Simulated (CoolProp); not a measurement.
Computed with CoolProp (reference Helmholtz-energy equation of state, Lemmon 2013).

Task: For propylene, give the phase and the cv (kJ/(kg K)) at 417.6 K and 0.101 MPa.

Result: 
- 417.6 K and 0.101 MPa: gas; cv 1.78
